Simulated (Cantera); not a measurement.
Feed: 1 mol MgSO4, 0.42 mol H2, 8.5 mol O2, at 1375 K and 17.0 Pa.

Method: chemical equilibrium by Gibbs-energy minimisation in Cantera with the NASA 1993 tables (ideal gas, pure condensed phases). Candidate condensed phases: H2O, H2SO4, Mg, MgO, Mg(OH)2, MgS, MgSO4, S; 26 gas species. Rates play no part.

Base state: O2 0.861, SO2 0.0979, H2O 0.0410, OH 0.000191, SO3 8.89e-5, O 4.53e-5 (mole fractions); condensed: MgO(s).

What changes in the equilibrium state with this change: temperature from 1375 K to 1775 K?


```
species        before     after
-----------  --------  --------
O2              0.861     0.852
SO2            0.0979    0.0973
H2O            0.0410    0.0384
O             4.53e-5   0.00678
OH           0.000191   0.00456
H             2.68e-7  0.000259
SO            3.14e-7  0.000121
H2            1.04e-6  0.000136
SO3           8.89e-5   1.35e-5
MgO(s), mol      1.00     1.000
```
